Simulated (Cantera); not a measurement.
Feed: 1 mol MgSO4, 0.16 mol CO2, 20 mol O2, held at 1675 K and 10.0 Torr.

Method: chemical equilibrium by Gibbs-energy minimisation in Cantera with the NASA 1993 tables (ideal gas, pure condensed phases). Candidate condensed phases: C, Mg, MgCO3, MgO, MgS, MgSO4, S; 26 gas species. Rates play no part.

Base state: O2 0.946, SO2 0.0461, CO2 0.00738, O 0.000288, SO3 8.72e-5 (mole fractions); condensed: MgO(s).

### Question
What changes in the equilibrium state with this change: MgSO4 replaced by Mg(OH)2?

### Answer
| species | before | after |
|---|---|---|
| O2 | 0.946 | 0.944 |
| H2O | 0 | 0.0468 |
| CO2 | 0.00738 | 0.00756 |
| SO2 | 0.0461 | 0 |
| OH | 0 | 0.000897 |
| SO3 | 8.72e-5 | 0 |
| MgO(s), mol | 1.00 | 1.000 |
Further candidate phases: C6H6, C7H8, C8H18, H2O, Mg(OH)2.

### Question
What changes in the equilibrium state with this change: MgSO4 replaced by CaCO3?

### Answer
| species | before | after |
|---|---|---|
| O2 | 0.946 | 0.945 |
| CO2 | 0.00738 | 0.0548 |
| O | 0.000288 | 0.000288 |
| SO2 | 0.0461 | 0 |
| SO3 | 8.72e-5 | 0 |
| CO | 3.36e-6 | 2.50e-5 |
| MgO(s), mol | 1.00 | 0 |
| CaO(s), mol | 0 | 1.00 |
Further candidate phases: Ca, CaCO3, CaO.

### Question
What changes in the equilibrium state with this change: temperature from 1675 K to 900 K?

### Answer
```
species          before     after
-------------  --------  --------
O2                0.946     0.992
CO2             0.00738   0.00794
SO2              0.0461   1.20e-5
O              0.000288     <1e-9
SO3             8.72e-5   9.22e-6
MgO(s), mol        1.00  0.000428
MgSO4(s), mol         0     1.000
```
